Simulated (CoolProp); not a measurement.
Model: reference Helmholtz-energy equation of state, Lemmon 2013, in CoolProp.

### Question
For propylene, give the phase and the cp (kJ/(kg K)), isothermal compressibility (1/MPa), Prandtl number at 236.2 K and 1.88 MPa.

### Answer
- 236.2 K and 1.88 MPa: liquid; cp 2.22, isothermal compressibility 0.00209, Prandtl number 2.77

Viscosity comes from a separate model (Huber 2003), an estimate that may be off by 10 % or more. Thermal conductivity comes from a separate model (Huber 2003), an estimate that may be off by 10 % or more.
